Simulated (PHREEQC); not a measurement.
**Acid mine or pickling water (model solution)**

Model water analysis in mmol/kgw, 20 °C, pH 2.76, pe 11.8:

| constituent | mmol/kgw |
|---|---|
| Na | 1.71 |
| K | 0.754 |
| Ca | 2.34 |
| Mg | 0.281 |
| Cl | 1.48 |
| S(6) | 4.96 |
| Mn(2) | 0.0686 |

Valence states are taken as typed.

The numbers come from PHREEQC with the ion-association model, phreeqc.dat.

This is a speciation only: nothing precipitates in the calculation.

What ionic strength, specific conductance does the model give?

ionic strength 0.0153 mol/kgw; specific conductance 1440 µS/cm.

In which forms is K present?

K+ 98 %, KSO4- 1.5 % of the K.
